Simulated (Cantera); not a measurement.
# Moist CO burnout

An isothermal, constant-pressure homogeneous reactor starts with CO : O2 : H2O : N2 = 0.0084 : 0.0031 : 0.016 : 1 (molar parts), at 1225 K and 3750 Torr.

Model: GRI-Mech 3.0 (53 species, 325 reactions), integrated in Cantera.

```json
[
 {"t (s)": "0.000200", "x CO": "0.00818", "x O2": "0.00302", "x H2O": "0.0156", "x H2": "1.57e-9", "x NO": "<1e-12", "x HO2": "2.55e-9", "x CO2": "1.13e-8"},
 {"t (s)": "0.000492", "x CO": "0.00817", "x O2": "0.00302", "x H2O": "0.0156", "x H2": "3.50e-8", "x NO": "<1e-12", "x HO2": "4.77e-8", "x CO2": "2.10e-7"},
 {"t (s)": "0.00121", "x CO": "0.00810", "x O2": "0.00298", "x H2O": "0.0156", "x H2": "1.41e-5", "x NO": "5.49e-11", "x HO2": "4.07e-6", "x CO2": "7.36e-5"},
 {"t (s)": "0.00298", "x CO": "0.00464", "x O2": "0.00138", "x H2O": "0.0153", "x H2": "0.000271", "x NO": "5.42e-8", "x HO2": "2.67e-6", "x CO2": "0.00355"},
 {"t (s)": "0.00733", "x CO": "0.00171", "x O2": "7.04e-5", "x H2O": "0.0150", "x H2": "0.000566", "x NO": "1.40e-7", "x HO2": "1.56e-7", "x CO2": "0.00649"},
 {"t (s)": "0.0180", "x CO": "0.00127", "x O2": "2.77e-6", "x H2O": "0.0147", "x H2": "0.000880", "x NO": "1.49e-7", "x HO2": "6.12e-9", "x CO2": "0.00693"},
 {"t (s)": "0.0444", "x CO": "0.00116", "x O2": "3.74e-7", "x H2O": "0.0146", "x H2": "0.000991", "x NO": "1.48e-7", "x HO2": "7.77e-10", "x CO2": "0.00704"},
 {"t (s)": "0.109", "x CO": "0.00110", "x O2": "7.87e-8", "x H2O": "0.0146", "x H2": "0.00105", "x NO": "1.44e-7", "x HO2": "1.40e-10", "x CO2": "0.00710"},
 {"t (s)": "0.269", "x CO": "0.00106", "x O2": "2.05e-8", "x H2O": "0.0145", "x H2": "0.00109", "x NO": "1.37e-7", "x HO2": "2.68e-11", "x CO2": "0.00714"},
 {"t (s)": "0.661", "x CO": "0.00103", "x O2": "6.08e-9", "x H2O": "0.0145", "x H2": "0.00112", "x NO": "1.27e-7", "x HO2": "4.80e-12", "x CO2": "0.00717"},
 {"t (s)": "1.63", "x CO": "0.00101", "x O2": "1.90e-9", "x H2O": "0.0145", "x H2": "0.00114", "x NO": "1.17e-7", "x HO2": "<1e-12", "x CO2": "0.00719"},
 {"t (s)": "4.00", "x CO": "0.000992", "x O2": "5.67e-10", "x H2O": "0.0145", "x H2": "0.00116", "x NO": "1.05e-7", "x HO2": "<1e-12", "x CO2": "0.00721"}
]
```
x: mole fraction; the columns are a selection and need not sum to one.

Equilibrium at this temperature and pressure: CO 0.000916, O2 <1e-12, H2O 0.0144, H2 0.00123, NO 6.40e-11, HO2 <1e-12, CO2 0.00728 (gas phase only).
